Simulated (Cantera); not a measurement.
A Cantera script and what it prints.

```python
import numpy as np
import cantera as ct

gas_names = """
    Ca CaF CaF2 CaO CaOH CaO2H2 Ca2 F FO FO2 F2 F2O H HF HOF HO2 H2 H2F2 H2O H2O2 H3F3 H4F4 H5F5 H6F6
    H7F7 O OH O2 O3
""".split()
cond_names = """
    Ca(a) Ca(b) Ca(L) CaF2(a) CaF2(b) CaF2(L) CaO(s) CaO(L) CaO2H2(s) H2O(s) H2O(L)
""".split()


# ... load() reads the species with a 1 bar reference pressure and builds the phases ...
atoms = {
    'CaF2': {'Ca': 1, 'F': 2},
    'O2': {'O': 2},
    'H2': {'H': 2},
}
top_T = {}  # K; cautious upper limits of use, not melting points


# ... equilibrate(T, P, feed) seeds the gas with the atoms and calls Mixture.equilibrate('TP', solver="vcs", rtol=1e-11, max_steps=5000) ...
results = []
feed = {'CaF2': 1, 'O2': 1.3, 'H2': 11}  # mol
P = 17000  # Pa
for T in [1473, 1523, 1573, 1623, 1673, 1723, 1773, 1823, 1873]:
    mix = equilibrate(T, P, feed)
    results.append((T, P, feed, dict(zip(mix.species_names, mix.species_moles))))
    x = sorted(zip(gas.X, gas.species_names), reverse=True)
    print(f"T = {T:g} K  P = {P:g} Pa  gas = {mix.phase_moles(0):.4g} mol")
    print("   x: " + "  ".join(f"{s} {v:.3e}" for v, s in x if v > 1e-06))
    print("   condensed (mol): " + ("  ".join(f"{mix.phase(i).name} {mix.phase_moles(i):.4g}"
          for i in range(1, mix.n_phases) if mix.phase_moles(i) > 1e-12) or "none"))
```

Result:

```
T = 1473 K  P = 17000 Pa  gas = 11.08 mol
   x: H2 7.580e-01  H2O 2.273e-01  HF 1.467e-02  H 2.671e-05  CaF2 7.144e-06
   condensed (mol): CaF2(b) 0.9187  CaO(s) 0.08126
T = 1523 K  P = 17000 Pa  gas = 11.12 mol
   x: H2 7.557e-01  H2O 2.236e-01  HF 2.070e-02  H 4.873e-05  CaF2 2.076e-05
   condensed (mol): CaF2(b) 0.8847  CaO(s) 0.115
T = 1573 K  P = 17000 Pa  gas = 11.16 mol
   x: H2 7.527e-01  H2O 2.188e-01  HF 2.840e-02  H 8.555e-05  CaF2 5.591e-05
   condensed (mol): CaF2(b) 0.8409  CaO(s) 0.1584
T = 1623 K  P = 17000 Pa  gas = 11.22 mol
   x: H2 7.489e-01  H2O 2.128e-01  HF 3.796e-02  H 1.451e-04  CaF2 1.406e-04  OH 1.726e-06
   condensed (mol): CaF2(b) 0.7856  CaO(s) 0.2128
T = 1673 K  P = 17000 Pa  gas = 11.28 mol
   x: H2 7.443e-01  H2O 2.056e-01  HF 4.951e-02  CaF2 3.319e-04  H 2.383e-04  OH 3.167e-06
   condensed (mol): CaF2(b) 0.7169  CaO(s) 0.2793
T = 1723 K  P = 17000 Pa  gas = 11.36 mol
   x: H2 7.391e-01  H2O 1.978e-01  HF 6.201e-02  CaF2 7.123e-04  H 3.802e-04  OH 5.578e-06  CaF 1.739e-06  CaO2H2 1.633e-06
   condensed (mol): CaF2(L) 0.6396  CaO(s) 0.3523
T = 1773 K  P = 17000 Pa  gas = 11.45 mol
   x: H2 7.332e-01  H2O 1.893e-01  HF 7.548e-02  CaF2 1.427e-03  H 5.908e-04  OH 9.453e-06  CaF 4.512e-06  CaO2H2 2.612e-06
   condensed (mol): CaF2(L) 0.5514  CaO(s) 0.4321
T = 1823 K  P = 17000 Pa  gas = 11.56 mol
   x: H2 7.263e-01  H2O 1.798e-01  HF 9.033e-02  CaF2 2.741e-03  H 8.955e-04  OH 1.542e-05  CaF 1.113e-05  CaO2H2 4.028e-06
   condensed (mol): CaF2(L) 0.4462  CaO(s) 0.5219
T = 1873 K  P = 17000 Pa  gas = 11.69 mol
   x: H2 7.180e-01  H2O 1.692e-01  HF 1.063e-01  CaF2 5.067e-03  H 1.326e-03  CaF 2.618e-05  OH 2.427e-05  CaO2H2 5.997e-06  CaOH 1.519e-06
   condensed (mol): CaF2(L) 0.3191  CaO(s) 0.6213
```

Method: chemical equilibrium by Gibbs-energy minimisation in Cantera with the NASA 1993 tables (ideal gas, pure condensed phases). Mutual solubility and eutectic melting of coexisting phases are not modelled.
